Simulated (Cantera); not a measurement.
A Cantera script and what it prints.

```python
import numpy as np
import cantera as ct

gas_names = """
    B BH BH2 BH3 BO BO2 B2 B2O B2O2 B2O3 B3O3H3 H HBO HBO2 HO2 H2 H2O H2O2 H3B3O6 O OH O2 O3
""".split()
cond_names = """
    B(b) B(L) B2O3(L) B3O3H3(cr) H2O(s) H2O(L)
""".split()


# ... load() reads the species with a 1 bar reference pressure and builds the phases ...
atoms = {
    'B2H6': {'B': 2, 'H': 6},
    'O2': {'O': 2},
}
top_T = {}  # K; cautious upper limits of use, not melting points


# ... equilibrate(T, P, feed) seeds the gas with the atoms and calls Mixture.equilibrate('TP', solver="vcs", rtol=1e-11, max_steps=5000) ...
results = []
feed = {'B2H6': 1, 'O2': 0.24}  # mol
P = 5300  # Pa
for T in [948, 1048, 1148, 1248, 1348, 1448, 1548, 1648, 1748, 1848]:
    mix = equilibrate(T, P, feed)
    results.append((T, P, feed, dict(zip(mix.species_names, mix.species_moles))))

top = {s: max(r[3][s] / sum(r[3][g] for g in gas_names) for r in results) for s in gas_names}
cols = sorted((s for s in top if top[s] > 0.0001), key=lambda s: -top[s])[:6]
seen = [c for c in cond_names if any(r[3].get(c, 0) > 1e-12 for r in results)]
print("log10 of partial pressures in bar; condensed amounts in mol")
print(f"{'T/K':>10s}" + "".join(f"{s[:9]:>10s}" for s in cols + seen))
for T, P, feed, n in results:
    ng = sum(n[g] for g in gas_names)
    print(f"{T:10.4g}" + "".join(f"{np.log10(max(n[s] / ng * P / 1e5, 1e-99)):10.3f}" for s in cols)
          + "".join(f"{n.get(c, 0):10.4g}" for c in seen))
```

It prints:

```
log10 of partial pressures in bar; condensed amounts in mol
       T/K        H2       HBO      B2O2      B2O3        BO         H      B(b)   B2O3(L)
       948    -1.276    -7.279   -11.362   -12.618   -14.009    -9.919     1.676    0.1561
      1048    -1.276    -6.178    -9.435   -10.524   -11.860    -8.750     1.676    0.1556
      1148    -1.276    -5.275    -7.854    -8.810   -10.092    -7.783     1.675    0.1553
      1248    -1.277    -4.522    -6.536    -7.382    -8.614    -6.969     1.675    0.1546
      1348    -1.278    -3.885    -5.420    -6.175    -7.361    -6.274     1.673    0.1525
      1448    -1.281    -3.341    -4.465    -5.143    -6.286    -5.676     1.665    0.1445
      1548    -1.290    -2.873    -3.639    -4.251    -5.353    -5.157     1.641    0.1161
      1648    -1.320    -2.476    -2.917    -3.473    -4.537    -4.710     1.561   0.01431
      1748    -1.327    -2.397    -2.843    -3.630    -4.098    -4.305     1.539         0
      1848    -1.330    -2.362    -2.852    -3.882    -3.745    -3.941     1.531         0
```

These are equilibrium values from Cantera (NASA tables, ideal gas, pure condensed phases), not measurements of a reactor. The feed counts by its element totals alone. Mutual solubility and eutectic melting of coexisting phases are not modelled. The tables' values for BH2 are old estimates; treat these amounts as uncertain.
